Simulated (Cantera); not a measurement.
Stirred combustor or abatement burner

A perfectly stirred reactor is fed with 10.1 % CH4, 0.719 % CO, 18.7 % O2, 70.4 % N2, at 1430 Torr; it is adiabatic with a 525 K inlet, and is followed from long to short residence time, starting on the burning branch (τ in s: 0.043, 0.017, 0.0067, 0.0027, 0.0011, 0.00042, 0.00017, 6.6e-05, 2.6e-05).

Cantera simulation using GRI-Mech 3.0 (53 species, 325 reactions); the numbers are that mechanism's predictions, not measurements.

```json
[
 {"τ (s)": "0.043", "T (K)": "2342", "x CH4": "5.12e-6", "x CO": "0.0296", "x O2": "0.00155", "x OH": "0.00330", "x H2O": "0.184"},
 {"τ (s)": "0.017", "T (K)": "2330", "x CH4": "1.02e-5", "x CO": "0.0304", "x O2": "0.00213", "x OH": "0.00382", "x H2O": "0.183"},
 {"τ (s)": "0.0067", "T (K)": "2307", "x CH4": "1.94e-5", "x CO": "0.0316", "x O2": "0.00311", "x OH": "0.00459", "x H2O": "0.181"},
 {"τ (s)": "0.0027", "T (K)": "2275", "x CH4": "3.57e-5", "x CO": "0.0335", "x O2": "0.00458", "x OH": "0.00554", "x H2O": "0.178"},
 {"τ (s)": "0.0011", "T (K)": "2230", "x CH4": "6.65e-5", "x CO": "0.0359", "x O2": "0.00658", "x OH": "0.00657", "x H2O": "0.175"},
 {"τ (s)": "0.00042", "T (K)": "2169", "x CH4": "0.000137", "x CO": "0.0390", "x O2": "0.00937", "x OH": "0.00755", "x H2O": "0.171"},
 {"τ (s)": "0.00017", "T (K)": "2101", "x CH4": "0.000293", "x CO": "0.0427", "x O2": "0.0128", "x OH": "0.00807", "x H2O": "0.166"},
 {"τ (s)": "6.6e-5", "T (K)": "2018", "x CH4": "0.000774", "x CO": "0.0487", "x O2": "0.0185", "x OH": "0.00764", "x H2O": "0.162"},
 {"τ (s)": "2.6e-5", "T (K)": "525", "x CH4": "0.101", "x CO": "0.00719", "x O2": "0.187", "x OH": "<1e-12", "x H2O": "<1e-12"}
]
```
x: mole fraction; the columns are a selection and need not sum to one.
